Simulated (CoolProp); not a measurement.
Computed with CoolProp (reference Helmholtz-energy equation of state, Span 2000).

Task: For nitrogen, give the phase and the viscosity (µPa s) at -86.65 °C and 9.43 MPa; 17.35 °C and 9.43 MPa.

Result: 
- -86.65 °C and 9.43 MPa: supercritical; viscosity 17.5
- 17.35 °C and 9.43 MPa: supercritical; viscosity 19.5

Viscosity comes from a separate model (Lemmon 2004).
